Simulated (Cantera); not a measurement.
Input: 1 mol TEOS, 2.8 mol CO2, held at 0.0200 bar.

Cantera equilibrium calculation (NASA polynomials, part measured and part estimated; ideal gas, pure solids and liquids). Candidate condensed phases: C, C6H6, C7H8, C8H18, H2O, Si, SiC, SiO2; 123 gas species. The feed counts by its element totals alone. Rates play no part. All values below are at 1300 °C.

Base state: H2 0.510, CO 0.488, SiO 0.00128, H 0.000205, C2H2 (acetylene) 1.05e-5 (mole fractions); condensed: C(graphite) + SiC(s).

Q: What changes in the equilibrium state with this change: pressure from 0.0200 bar to 9.00e-5 bar?

A: 
```json
[
 {"species": "H2", "before": "0.510", "after": "0.508"},
 {"species": "CO", "before": "0.488", "after": "0.488"},
 {"species": "H", "before": "0.000205", "after": "0.00305"},
 {"species": "SiO", "before": "0.00128", "after": "0.00128"},
 {"species": "C2H2 (acetylene)", "before": "1.05e-5", "after": "1.05e-5"},
 {"species": "C(graphite), mol", "before": "0.250", "after": "0.250"},
 {"species": "SiC(s), mol", "before": "0.975", "after": "0.975"}
]
```
